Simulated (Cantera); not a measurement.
Cantera run:

```python
import numpy as np
import cantera as ct

gas_names = """
    Fe FeO N NO NO2 NO3 N2 N2O O O2 O3 S SN SO SO2 SO3 S2 S2O S8
""".split()
cond_names = """
    Fe(a) Fe(c) Fe(d) Fe(L) FeO(s) FeO(L) FeS(a) FeS(b) FeS(c) FeS(L) FeSO4(s) FeS2(s) Fe2O3(s)
    Fe2S3O12(s) Fe3O4(s) S(cr1) S(cr2) S(L)
""".split()


# ... load() reads the species with a 1 bar reference pressure and builds the phases ...
atoms = {
    'FeS2': {'Fe': 1, 'S': 2},
    'O2': {'O': 2},
    'N2': {'N': 2},
}
top_T = {'FeSO4(s)': 950, 'FeS2(s)': 1010, 'Fe2O3(s)': 1830, 'Fe2S3O12(s)': 1100, 'Fe3O4(s)': 1870}  # K; cautious upper limits of use, not melting points


# ... equilibrate(T, P, feed) seeds the gas with the atoms and calls Mixture.equilibrate('TP', solver="vcs", rtol=1e-11, max_steps=5000) ...
results = []
feed = {'FeS2': 1, 'O2': 1.9, 'N2': 5}  # mol
P = 5700  # Pa
for T in [1275, 1375, 1475, 1575, 1675, 1775, 1875]:
    mix = equilibrate(T, P, feed)
    results.append((T, P, feed, dict(zip(mix.species_names, mix.species_moles))))

top = {s: max(r[3][s] / sum(r[3][g] for g in gas_names) for r in results) for s in gas_names}
cols = sorted((s for s in top if top[s] > 0.0001), key=lambda s: -top[s])[:5]
seen = [c for c in cond_names if any(r[3].get(c, 0) > 1e-12 for r in results)]
print("log10 of partial pressures in bar; condensed amounts in mol")
print(f"{'T/K':>10s}" + "".join(f"{s[:9]:>10s}" for s in cols + seen))
for T, P, feed, n in results:
    ng = sum(n[g] for g in gas_names)
    print(f"{T:10.4g}" + "".join(f"{np.log10(max(n[s] / ng * P / 1e5, 1e-99)):10.3f}" for s in cols)
          + "".join(f"{n.get(c, 0):10.4g}" for c in seen))
```

Output:

```
log10 of partial pressures in bar; condensed amounts in mol
       T/K        N2       SO2        S2        SO       S2O    FeO(s)    FeO(L)    FeS(c)
      1275    -1.370    -1.914    -2.686    -4.440    -4.249    0.9298         0    0.0702
      1375    -1.371    -1.927    -2.605    -4.065    -4.206         1         0         0
      1475    -1.371    -1.929    -2.609    -3.754    -4.220         1         0         0
      1575    -1.372    -1.932    -2.616    -3.485    -4.236         1         0         0
      1675    -1.372    -1.937    -2.627    -3.250    -4.255         0         1         0
      1775    -1.373    -1.944    -2.645    -3.045    -4.279         0    0.9997         0
      1875    -1.374    -1.953    -2.672    -2.867    -4.311         0    0.9987         0
```

These are equilibrium values from Cantera (NASA tables, ideal gas, pure condensed phases), not measurements of a reactor. Metal and sulfide melt together well below either melting point, which pure phases cannot show. Mutual solubility and eutectic melting of coexisting phases are not modelled. The tables' stoichiometric FeO is somewhat more stable than real wüstite, so its field is too wide. FeO, FeS: taken at fixed stoichiometry. Gases not in the tables: S3 to S7.
